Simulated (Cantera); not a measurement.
Thermodynamics of chlorosilane synthesis and conversion, feed SiCl4 + H2 + HCl

Feed: 1 mol SiCl4, 2.7 mol H2, a varied amount of HCl, held at 1298 K and 1.00 bar.

These are equilibrium values from Cantera (NASA tables, ideal gas, pure condensed phases), not measurements of a reactor. Candidate condensed phases: Si; 19 gas species. The tables' values for SiCl3 are old estimates; treat these amounts as uncertain. The numbers say what is thermodynamically allowed, not how fast it happens.

```json
[
 {"n(HCl) (mol)": "0.66", "x H2": "0.578", "x HCl": "0.194", "x SiCl4": "0.187", "x SiHCl3": "0.0251", "x SiCl3": "0.0108"},
 {"n(HCl) (mol)": "1.1", "x H2": "0.536", "x HCl": "0.257", "x SiCl4": "0.180", "x SiHCl3": "0.0170", "x SiCl3": "0.00762"},
 {"n(HCl) (mol)": "1.6", "x H2": "0.492", "x HCl": "0.320", "x SiCl4": "0.170", "x SiHCl3": "0.0117", "x SiCl3": "0.00550"},
 {"n(HCl) (mol)": "2", "x H2": "0.460", "x HCl": "0.365", "x SiCl4": "0.161", "x SiHCl3": "0.00913", "x SiCl3": "0.00442"},
 {"n(HCl) (mol)": "2.5", "x H2": "0.425", "x HCl": "0.414", "x SiCl4": "0.150", "x SiHCl3": "0.00695", "x SiCl3": "0.00350"},
 {"n(HCl) (mol)": "2.9", "x H2": "0.401", "x HCl": "0.448", "x SiCl4": "0.142", "x SiHCl3": "0.00574", "x SiCl3": "0.00297"},
 {"n(HCl) (mol)": "3.4", "x H2": "0.374", "x HCl": "0.486", "x SiCl4": "0.133", "x SiHCl3": "0.00462", "x SiCl3": "0.00248"}
]
```
x: gas mole fraction; nothing condenses.

From 0.66 mol HCl to 3.4 mol HCl nothing is condensed. The main Si-bearing gas is SiCl4 throughout.
